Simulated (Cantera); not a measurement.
A perfectly stirred reactor is fed with CH4 : H2O = 1 : 2.9 (molar parts), at 0.240 bar; it is held at 1498 K, and followed from long to short residence time.

Computed with Cantera and GRI-Mech 3.0 (53 species, 325 reactions).

Q: What does this change do: pressure from 0.240 bar to 24.0 bar?

A: 
```csv
quantity,before,after
x(CH4) at τ = 0.910 s,0.145,0.154
x(H2O) at τ = 0.910 s,0.663,0.610
x(C2H6) at τ = 0.910 s,0.000142,0.000405
x(CO2) at τ = 0.910 s,0.00265,0.0201
x(O) at τ = 0.910 s,2.46e-11,<1e-12
x(CH4) at τ = 25.0 ms,0.248,0.209
x(H2O) at τ = 25.0 ms,0.740,0.717
x(C2H6) at τ = 25.0 ms,0.000522,0.000492
x(CO2) at τ = 25.0 ms,1.50e-6,0.000371
x(O) at τ = 25.0 ms,6.29e-11,<1e-12
```
The pressure lies above the range GRI-Mech 3.0 was tuned for (to about 10 atm).

Q: What does this change do: pressure from 0.240 bar to 6.50 bar?

A: 
| quantity | before | after |
|---|---|---|
| x(CH4) at τ = 0.910 s | 0.145 | 0.119 |
| x(H2O) at τ = 0.910 s | 0.663 | 0.600 |
| x(C2H6) at τ = 0.910 s | 0.000142 | 0.000160 |
| x(CO2) at τ = 0.910 s | 0.00265 | 0.0154 |
| x(O) at τ = 0.910 s | 2.46e-11 | 1.45e-12 |
| x(CH4) at τ = 25.0 ms | 0.248 | 0.221 |
| x(H2O) at τ = 25.0 ms | 0.740 | 0.724 |
| x(C2H6) at τ = 25.0 ms | 0.000522 | 0.000593 |
| x(CO2) at τ = 25.0 ms | 1.50e-6 | 0.000109 |
| x(O) at τ = 25.0 ms | 6.29e-11 | 3.21e-12 |
